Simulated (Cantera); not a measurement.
A perfectly stirred reactor is fed with CO : O₂ : H₂O : N₂ = 0.0075 : 0.03 : 0.085 : 1 (molar parts), equivalence ratio 0.12, at 7.70 bar; it is held at 975 K, and followed from long to short residence time.

Computed with Cantera and GRI-Mech 3.0 (53 species, 325 reactions).

Task: What does this change do: temperature 975 to 875 K?

Result: 
```csv
quantity,before,after
x(CO) at τ = 16.0 s,0.00157,0.00486
x(O₂) at τ = 16.0 s,0.0242,0.0258
x(H₂O) at τ = 16.0 s,0.0759,0.0758
x(CO₂) at τ = 16.0 s,0.00513,0.00183
x(OH) at τ = 16.0 s,7.32e-9,7.49e-10
x(CO) at τ = 39.0 ms,0.00664,0.00668
x(O₂) at τ = 39.0 ms,0.0267,0.0267
x(H₂O) at τ = 39.0 ms,0.0757,0.0757
x(CO₂) at τ = 39.0 ms,4.16e-5,4.21e-8
x(OH) at τ = 39.0 ms,4.77e-9,4.16e-12
```
